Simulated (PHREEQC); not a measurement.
Make-up at 25 °C: 0.059 mol NaHSO4 and 0.012 mol K2HPO4 per kg of water. Closed to the air; pH follows from the charge balance.

Equilibrium calculation in PHREEQC: ion-association model, phreeqc.dat.

No solid was allowed to form.

Predict the pH, ionic strength, specific conductance.

pH 1.83; ionic strength 0.129 mol/kgw; specific conductance 13500 µS/cm.

In which forms is S present?

SO4-2 56 %, HSO4- 36 %, NaSO4- 5.3 %, KSO4- 2.9 % of the S.
